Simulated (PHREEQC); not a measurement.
PHREEQC input (ion-association model, phreeqc.dat):

```
SOLUTION 0
  temp 40
  units mmol/kgw
  pH 7 charge
  Cl 2.21
  Zn 1.1
  O(0) 1 O2(g) -0.68
SOLUTION 1-40
  temp 40
  units mmol/kgw
  pH 7 charge
  Cl 15.91
  Pb 0.35
  Cd 7.6
  O(0) 1 O2(g) -0.68
END
EXCHANGE 1-40
  X 0.0011
  -equilibrate 1
END
SELECTED_OUTPUT 1
  -reset false
  -pH true
  -pe true
  -ionic_strength true
  -water true
  -step true
  -totals Cd Cl Pb Zn
  -molalities CdX2 PbX2 ZnX2
  -saturation_indices Zn(OH)2(e) Cd(OH)2 Pb(OH)2
PRINT
  -reset false
TRANSPORT
  -cells 40
  -shifts 160
  -lengths 0.025
  -time_step 300
  -dispersivities 0.08
  -boundary_conditions flux flux
  -correct_disp true
  -punch_cells 40
  -punch_frequency 5
END
```

Selected output (columns that matter, 22 of 33 rows; pore volumes added in front):

```
pore volumes	pH	mu	Cd	Cl	Pb	Zn	m_CdX2	m_PbX2	m_ZnX2	si_Zn(OH)2(e)	si_Cd(OH)2	si_Pb(OH)2
0	5.0244	0.016965	0.0076	0.01591	0.00035	0	0.00049931	5.0692e-05	0	-1000	-6.1967	-1.4489
0.2625	5.0244	0.016963	0.0075988	0.015908	0.00034995	5.1156e-08	0.0004993	5.0692e-05	5.6943e-09	-8.9833	-6.1967	-1.4489
0.3875	5.0244	0.016861	0.0075381	0.015789	0.00034748	3.8769e-06	0.00049891	5.066e-05	4.3376e-07	-7.1031	-6.1986	-1.4508
0.6375	5.0243	0.015057	0.0064542	0.013709	0.00030192	9.3528e-05	0.00048883	4.9652e-05	1.1522e-05	-5.7091	-6.2373	-1.4893
0.7625	5.024	0.013316	0.0054366	0.011771	0.00025817	0.00018574	0.00047619	4.8372e-05	2.5437e-05	-5.3996	-6.2826	-1.5346
1.0125	5.0225	0.0095599	0.0033758	0.0078577	0.00016764	0.00038048	0.00043557	4.4603e-05	6.9828e-05	-5.0611	-6.4203	-1.6688
1.1375	5.0214	0.0079647	0.002562	0.0063177	0.00013116	0.00046069	0.00040795	4.2303e-05	9.9746e-05	-4.9653	-6.5074	-1.7504
1.3875	5.0189	0.0056664	0.0014491	0.0042376	8.0394e-05	0.00058429	0.0003396	3.7064e-05	0.00017334	-4.8422	-6.703	-1.9239
1.5125	5.0177	0.0049228	0.0010958	0.0036007	6.3951e-05	0.0006356	0.00030061	3.4154e-05	0.00021523	-4.7988	-6.8063	-2.0096
1.7625	5.0157	0.004015	0.00064178	0.002844	4.2284e-05	0.00073296	0.00022078	2.7934e-05	0.00030128	-4.7284	-7.0155	-2.1722
1.8875	5.015	0.0037596	0.00049596	0.0026333	3.5003e-05	0.0007807	0.00018347	2.4764e-05	0.00034177	-4.6987	-7.1209	-2.2495
2.1375	5.0139	0.0034761	0.0002982	0.0023959	2.4394e-05	0.00087033	0.00012029	1.8732e-05	0.00041097	-4.6493	-7.3348	-2.4013
2.2625	5.0135	0.0034034	0.00023098	0.0023325	2.0398e-05	0.00090986	9.5392e-05	1.6017e-05	0.00043859	-4.6297	-7.4441	-2.4778
2.5125	5.013	0.0033284	0.00013741	0.0022627	1.4164e-05	0.0009748	5.82e-05	1.1391e-05	0.00048041	-4.5996	-7.6681	-2.6353
2.6375	5.0128	0.0033108	0.00010546	0.0022445	1.1741e-05	0.0010001	4.4946e-05	9.4979e-06	0.00049556	-4.5885	-7.7827	-2.7166
2.8875	5.0126	0.0032944	6.1525e-05	0.0022247	7.9768e-06	0.0010379	2.6385e-05	6.4911e-06	0.00051712	-4.5725	-8.0166	-2.8844
3.0125	5.0125	0.0032911	4.6791e-05	0.0022196	6.54e-06	0.0010515	2.0095e-05	5.3292e-06	0.00052458	-4.5669	-8.1355	-2.9707
3.2625	5.0124	0.0032887	2.6876e-05	0.0022141	4.3563e-06	0.0010708	1.1558e-05	3.5545e-06	0.00053489	-4.5591	-8.3763	-3.1473
3.3875	5.0124	0.0032886	2.031e-05	0.0022126	3.5415e-06	0.0010775	8.7373e-06	2.8906e-06	0.00053837	-4.5565	-8.498	-3.2372
3.6375	5.0124	0.0032889	1.1546e-05	0.0022111	2.3258e-06	0.0010867	4.9685e-06	1.8989e-06	0.00054313	-4.5528	-8.7433	-3.4199
3.7625	5.0124	0.0032892	8.6891e-06	0.0022107	1.8798e-06	0.0010898	3.7394e-06	1.5348e-06	0.00054473	-4.5516	-8.8668	-3.5124
4.0125	5.0124	0.0032897	4.9072e-06	0.0022103	1.2226e-06	0.001094	2.112e-06	9.9836e-07	0.00054689	-4.5499	-9.115	-3.6992
```

At this temperature some constants are extrapolated from 25 °C, and those without enthalpy data are left unchanged.
